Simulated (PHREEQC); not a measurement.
Solution (30 °C): 0.079 mol HF, 0.16 mol NaF and 0.0012 mol H2SiF6 per kg of water. Closed to the air; pH follows from the charge balance.

All values are PHREEQC results (ion-association model, phreeqc.dat), not measurements.

| quantity | before | after |
|---|---|---|
| pH | 3.42 | 3.66 |
| ionic strength (mol/kgw) | 0.156 | 0.00183 |
| F- (mol/kgw) | 0.125 | 0.00182 |
| HF (mol/kgw) | 0.0541 | 0.000625 |
| HF2- (mol/kgw) | 0.0268 | 4.53e-6 |

### Question
Which change was made?
A) temperature from 30 to 5 °C
B) diluted 10-fold with water
C) NaF from 0.16 to 0.08 mol/kgw
D) HF left out
E) diluted 100-fold with water

### Answer
E, diluted 100-fold with water

This is a speciation only: nothing precipitates in the calculation. SiF6-2 is the database's only silicon fluoride.
